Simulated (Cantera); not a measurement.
# Equilibrium for halide evaporation, hydrolysis and transport: CsCl + O₂ + N₂

Input: 1 mol CsCl, 1.2 mol O₂, 3.1 mol N₂.

These are equilibrium values from Cantera (NASA tables, ideal gas, pure condensed phases), not measurements of a reactor. Candidate condensed phases: Cs, CsCl; 18 gas species. Kinetics and transport are ignored.

Task: Map the stable condensed phases over T = 1023, 1123, 1223, 1323, 1423, 1523, 1623, 1723, 1823, 1923, 2023, 2123, 2223 K and P in Pa = 0.10, 0.56, 3.2, 18, 100, 560, 3200, 18000, 100000.

Result: 
```
T in K \ P in Pa
           0.10   0.56    3.2     18    100    560   3200  18000 100000
   2223       A      A      A      A      A      A      A      A      A
   2123       A      A      A      A      A      A      A      A      A
   2023       A      A      A      A      A      A      A      A      A
   1923       A      A      A      A      A      A      A      A      A
   1823       A      A      A      A      A      A      A      A      A
   1723       A      A      A      A      A      A      A      A      A
   1623       A      A      A      A      A      A      A      A      A
   1523       A      A      A      A      A      A      A      A      A
   1423       A      A      A      A      A      A      A      A      A
   1323       A      A      A      A      A      A      A      A      B
   1223       A      A      A      A      A      A      A      A      B
   1123       A      A      A      A      A      A      A      B      B
   1023       A      A      A      A      A      A      B      B      B
```
A: gas only; B: CsCl.
